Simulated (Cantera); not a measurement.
What does this Cantera script print?

```python
import numpy as np
import cantera as ct

gas_names = """
    F F2 H HF H2 H2F2 H3F3 H4F4 H5F5 H6F6 H7F7 Si SiF SiF2 SiF3 SiF4 SiH SiHF3 SiH2 SiH2F2 SiH3 SiH3F
    SiH4 Si2 Si3
""".split()
cond_names = """
    Si(cr) Si(L)
""".split()


# ... load() reads the species with a 1 bar reference pressure and builds the phases ...
atoms = {
    'Si': {'Si': 1},
    'HF': {'H': 1, 'F': 1},
    'H2': {'H': 2},
}
top_T = {}  # K; cautious upper limits of use, not melting points


# ... equilibrate(T, P, feed) seeds the gas with the atoms and calls Mixture.equilibrate('TP', solver="vcs", rtol=1e-11, max_steps=5000) ...
results = []
feed = {'Si': 1, 'HF': 1.1, 'H2': 2.4}  # mol
P = 4200  # Pa
for T in [1048, 1098, 1148, 1198, 1248, 1298, 1348, 1398, 1448]:
    mix = equilibrate(T, P, feed)
    results.append((T, P, feed, dict(zip(mix.species_names, mix.species_moles))))

top = {s: max(r[3][s] / sum(r[3][g] for g in gas_names) for r in results) for s in gas_names}
cols = sorted((s for s in top if top[s] > 0.001), key=lambda s: -top[s])[:9]
seen = [c for c in cond_names if any(r[3].get(c, 0) > 1e-12 for r in results)]
print("log10 of partial pressures in bar; condensed amounts in mol")
print(f"{'T/K':>10s}" + "".join(f"{s[:9]:>10s}" for s in cols + seen))
for T, P, feed, n in results:
    ng = sum(n[g] for g in gas_names)
    print(f"{T:10.4g}" + "".join(f"{np.log10(max(n[s] / ng * P / 1e5, 1e-99)):10.3f}" for s in cols)
          + "".join(f"{n.get(c, 0):10.4g}" for c in seen))
```

Output:

```
log10 of partial pressures in bar; condensed amounts in mol
       T/K        H2      SiF4      SiF3     SiHF3      SiF2        HF    Si(cr)
      1048    -1.416    -2.475    -4.760    -3.543    -6.799    -5.688    0.7187
      1098    -1.417    -2.477    -4.482    -3.529    -6.314    -5.396    0.7182
      1148    -1.417    -2.481    -4.229    -3.518    -5.872    -5.130    0.7176
      1198    -1.417    -2.486    -3.999    -3.509    -5.469    -4.886    0.7167
      1248    -1.417    -2.493    -3.789    -3.503    -5.100    -4.664    0.7154
      1298    -1.418    -2.504    -3.600    -3.501    -4.762    -4.460    0.7135
      1348    -1.418    -2.519    -3.428    -3.503    -4.453    -4.272    0.7109
      1398    -1.419    -2.541    -3.274    -3.510    -4.170    -4.101    0.7071
      1448    -1.420    -2.569    -3.138    -3.523    -3.911    -3.943     0.702
```

Method: chemical equilibrium by Gibbs-energy minimisation in Cantera with the NASA 1993 tables (ideal gas, pure condensed phases). The tables' values for SiF3, SiF2 are old estimates; treat these amounts as uncertain.
